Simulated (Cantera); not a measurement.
What does this Cantera script print?

```python
import numpy as np
import cantera as ct

gas_names = [...]  # 109 gases of nasa_gas.yaml made of C, Cl, H, Si
cond_names = """
    C(gr) C6H6(L) C7H8(L) C8H18(L),n-octa Si(cr) Si(L) SiC(b)
""".split()


# ... load() reads the species with a 1 bar reference pressure and builds the phases ...
atoms = {
    'CH3SiCl3': {'C': 1, 'H': 3, 'Si': 1, 'CL': 3},
    'H2': {'H': 2},
}
top_T = {'C(gr)': 4500, 'SiC(b)': 3050}  # K; cautious upper limits of use, not melting points


# ... equilibrate(T, P, feed) seeds the gas with the atoms and calls Mixture.equilibrate('TP', solver="vcs", rtol=1e-11, max_steps=5000) ...
results = []
feed = {'CH3SiCl3': 1, 'H2': 1700}  # mol
P = 51000  # Pa
for T in [1950, 1975, 2000, 2025, 2050, 2075, 2100, 2125, 2150, 2175, 2200, 2225]:
    mix = equilibrate(T, P, feed)
    results.append((T, P, feed, dict(zip(mix.species_names, mix.species_moles))))

top = {s: max(r[3][s] / sum(r[3][g] for g in gas_names) for r in results) for s in gas_names}
cols = sorted((s for s in top if top[s] > 0.0001), key=lambda s: -top[s])[:8]
seen = [c for c in cond_names if any(r[3].get(c, 0) > 1e-12 for r in results)]
print("log10 of partial pressures in bar; condensed amounts in mol")
print(f"{'T/K':>10s}" + "".join(f"{s[:9]:>10s}" for s in cols + seen))
for T, P, feed, n in results:
    ng = sum(n[g] for g in gas_names)
    print(f"{T:10.4g}" + "".join(f"{np.log10(max(n[s] / ng * P / 1e5, 1e-99)):10.3f}" for s in cols)
          + "".join(f"{n.get(c, 0):10.4g}" for c in seen))
```

It prints:

```
log10 of partial pressures in bar; condensed amounts in mol
       T/K        H2         H       HCL        Si C2H2,acet      SiH2    SiC(b)
      1950    -0.294    -3.088    -3.049    -5.099    -5.291    -4.870    0.9063
      1975    -0.294    -3.011    -3.049    -4.973    -5.120    -4.813    0.8865
      2000    -0.294    -2.936    -3.049    -4.846    -4.960    -4.753     0.861
      2025    -0.294    -2.863    -3.049    -4.720    -4.811    -4.692    0.8281
      2050    -0.295    -2.792    -3.050    -4.593    -4.671    -4.630    0.7858
      2075    -0.295    -2.722    -3.050    -4.468    -4.539    -4.567    0.7318
      2100    -0.295    -2.654    -3.051    -4.344    -4.413    -4.504    0.6627
      2125    -0.296    -2.588    -3.051    -4.222    -4.292    -4.441    0.5749
      2150    -0.296    -2.523    -3.052    -4.102    -4.176    -4.379    0.4635
      2175    -0.296    -2.460    -3.052    -3.985    -4.064    -4.318    0.3226
      2200    -0.297    -2.398    -3.053    -3.869    -3.955    -4.258    0.1451
      2225    -0.298    -2.337    -3.054    -3.785    -3.881    -4.229         0
```

Equilibrium computed with Cantera from the NASA thermochemical tables; the gas is ideal and each condensed phase is pure. The feed counts by its element totals alone. Gases not in the tables: Si2H6 and higher silanes.
